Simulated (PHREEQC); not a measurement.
Dissolve 0.089 mol NaOH and 0.057 mol (CH3)4NCl per kg of water at 44 °C. Closed to the air; pH follows from the charge balance.

Computed with PHREEQC (ion-association model, wateq4f.dat).

This is a speciation only: nothing precipitates in the calculation.

Question: Predict the pH.

Answer: pH 12.24.

Complexes and solids missing from the database can't appear. (CH3)4N+ isn't in the database: it is added as a free cation with an ion size of 4 Å. At this temperature some constants are extrapolated from 25 °C, and those without enthalpy data are left unchanged.
